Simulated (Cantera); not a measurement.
Cantera run:

```python
import numpy as np
import cantera as ct

gas_names = """
    F FO FO2 F2 F2O Mg MgF MgF2 MgN MgO Mg2 Mg2F4 N NF NF2 NF3 NO NO2 NO3 N2 N2O O O2 O3
""".split()
cond_names = """
    Mg(cr) Mg(L) MgF2(s) MgF2(L) MgO(s) MgO(L)
""".split()


def load(file, names, dense=False):
    # The tables refer to 1 bar. Condensed volumes are neglected.
    table = {s.name: s for s in ct.Species.list_from_file(file)}
    out = []
    for n in names:
        d = dict(table[n].input_data)
        d["thermo"] = dict(d["thermo"], **{"reference-pressure": 1e5})
        if dense:
            d["equation-of-state"] = {"model": "constant-volume", "density": "1e6 g/cm^3"}
        out.append(ct.Species.from_dict(d))
    return out


gas = ct.Solution(thermo="ideal-gas", species=load("nasa_gas.yaml", gas_names))
cond = {s.name: ct.Solution(thermo="fixed-stoichiometry", species=[s], name=s.name)
        for s in load("nasa_condensed.yaml", cond_names, dense=True)}
atoms = {
    'MgF2': {'Mg': 1, 'F': 2},
    'O2': {'O': 2},
    'N2': {'N': 2},
}
top_T = {}  # K; cautious upper limits of use, not melting points


def equilibrate(T, P, feed):
    n = {}
    for name, mol in feed.items():
        for a, k in atoms[name].items():
            n[a] = n.get(a, 0.0) + k * mol
    gas.TPX = T, P, n
    mass = sum(n.values()) * gas.mean_molecular_weight
    gas.equilibrate("TP")
    valid = [c for c in cond.values() if c.min_temp <= T <= top_T.get(c.name, c.max_temp)]
    mix = ct.Mixture([(gas, mass / gas.mean_molecular_weight)] + [(c, 0.0) for c in valid])
    mix.T, mix.P = T, P
    mix.equilibrate("TP", solver="vcs", rtol=1e-11, max_steps=5000)
    return mix


results = []
P = 16  # Pa
for T in [1173, 1223, 1273, 1323, 1373, 1423, 1473, 1523, 1573, 1623]:
    for m in [2.6, 4.7, 8.2, 14, 26, 45, 79, 140, 250, 430]:
        feed = {'MgF2': 1, 'O2': 7.9, 'N2': m}  # mol
        mix = equilibrate(T, P, feed)
        results.append((T, P, feed, dict(zip(mix.species_names, mix.species_moles))))

for T, P, feed, n in results:
    print(f"{T:7g} {feed['N2']:10.4g}  " + (" + ".join(c for c in cond_names if n.get(c, 0) > 1e-12) or "gas only"))
```

Result:

```
   1173        2.6  MgF2(s) + MgO(s)
   1173        4.7  MgF2(s) + MgO(s)
   1173        8.2  MgF2(s) + MgO(s)
   1173         14  MgF2(s) + MgO(s)
   1173         26  MgF2(s) + MgO(s)
   1173         45  MgF2(s) + MgO(s)
   1173         79  MgF2(s) + MgO(s)
   1173        140  MgF2(s) + MgO(s)
   1173        250  MgF2(s) + MgO(s)
   1173        430  MgF2(s) + MgO(s)
   1223        2.6  MgF2(s) + MgO(s)
   1223        4.7  MgF2(s) + MgO(s)
   1223        8.2  MgF2(s) + MgO(s)
   1223         14  MgF2(s) + MgO(s)
   1223         26  MgF2(s) + MgO(s)
   1223         45  MgF2(s) + MgO(s)
   1223         79  MgF2(s) + MgO(s)
   1223        140  MgF2(s) + MgO(s)
   1223        250  MgF2(s) + MgO(s)
   1223        430  MgF2(s) + MgO(s)
   1273        2.6  MgF2(s) + MgO(s)
   1273        4.7  MgF2(s) + MgO(s)
   1273        8.2  MgF2(s) + MgO(s)
   1273         14  MgF2(s) + MgO(s)
   1273         26  MgF2(s) + MgO(s)
   1273         45  MgF2(s) + MgO(s)
   1273         79  MgF2(s) + MgO(s)
   1273        140  MgF2(s) + MgO(s)
   1273        250  MgF2(s) + MgO(s)
   1273        430  MgF2(s) + MgO(s)
   1323        2.6  MgF2(s) + MgO(s)
   1323        4.7  MgF2(s) + MgO(s)
   1323        8.2  MgF2(s) + MgO(s)
   1323         14  MgF2(s) + MgO(s)
   1323         26  MgF2(s) + MgO(s)
   1323         45  MgF2(s) + MgO(s)
   1323         79  MgF2(s) + MgO(s)
   1323        140  MgF2(s) + MgO(s)
   1323        250  MgO(s)
   1323        430  MgO(s)
   1373        2.6  MgF2(s) + MgO(s)
   1373        4.7  MgF2(s) + MgO(s)
   1373        8.2  MgF2(s) + MgO(s)
   1373         14  MgF2(s) + MgO(s)
   1373         26  MgF2(s) + MgO(s)
   1373         45  MgO(s)
   1373         79  MgO(s)
   1373        140  MgO(s)
   1373        250  MgO(s)
   1373        430  MgO(s)
   1423        2.6  MgF2(s) + MgO(s)
   1423        4.7  MgF2(s) + MgO(s)
   1423        8.2  MgO(s)
   1423         14  MgO(s)
   1423         26  MgO(s)
   1423         45  MgO(s)
   1423         79  MgO(s)
   1423        140  MgO(s)
   1423        250  MgO(s)
   1423        430  MgO(s)
   1473        2.6  MgO(s)
   1473        4.7  MgO(s)
   1473        8.2  MgO(s)
   1473         14  MgO(s)
   1473         26  MgO(s)
   1473         45  MgO(s)
   1473         79  MgO(s)
   1473        140  MgO(s)
   1473        250  MgO(s)
   1473        430  MgO(s)
   1523        2.6  MgO(s)
   1523        4.7  MgO(s)
   1523        8.2  MgO(s)
   1523         14  MgO(s)
   1523         26  MgO(s)
   1523         45  MgO(s)
   1523         79  MgO(s)
   1523        140  MgO(s)
   1523        250  MgO(s)
   1523        430  MgO(s)
   1573        2.6  MgO(s)
   1573        4.7  MgO(s)
   1573        8.2  MgO(s)
   1573         14  MgO(s)
   1573         26  MgO(s)
   1573         45  MgO(s)
   1573         79  MgO(s)
   1573        140  MgO(s)
   1573        250  MgO(s)
   1573        430  MgO(s)
   1623        2.6  MgO(s)
   1623        4.7  MgO(s)
   1623        8.2  MgO(s)
   1623         14  MgO(s)
   1623         26  MgO(s)
   1623         45  MgO(s)
   1623         79  MgO(s)
   1623        140  MgO(s)
   1623        250  MgO(s)
   1623        430  gas only
```

Cantera equilibrium calculation (NASA polynomials, part measured and part estimated; ideal gas, pure solids and liquids).
